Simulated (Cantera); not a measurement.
An adiabatic, constant-pressure homogeneous reactor starts with CH4 : H2 : O2 : N2 = 1 : 0.039 : 0.841 : 3.16 (molar parts), at 1075 K and 3750 Torr.

Cantera simulation using GRI-Mech 3.0 (53 species, 325 reactions); the numbers are that mechanism's predictions, not measurements.

Problem. Predict: time of steepest temperature rise; temperature at 0.200 s; equilibrium temperature; x(CH4) at 0.200 s; x(H2) at 0.200 s; x(O2) at 0.200 s; x(HCO) at 0.200 s; x(O) at 0.200 s; x(NO) at 0.200 s.

Solution. 
| Quantity | Value |
|---|---|
| time of steepest temperature rise | 34.6 ms |
| temperature at 0.200 s | 1953 K |
| equilibrium temperature | 1953 K |
| x(CH4) at 0.200 s | 5.75e-6 (gas-phase equilibrium 3.24e-8) |
| x(H2) at 0.200 s | 0.233 (gas-phase equilibrium 0.233) |
| x(O2) at 0.200 s | 1.40e-9 (gas-phase equilibrium 1.40e-9) |
| x(HCO) at 0.200 s | 7.45e-8 (gas-phase equilibrium 7.46e-8) |
| x(O) at 0.200 s | 7.79e-9 (gas-phase equilibrium 7.79e-9) |
| x(NO) at 0.200 s | 1.14e-6 (gas-phase equilibrium 4.42e-7) |
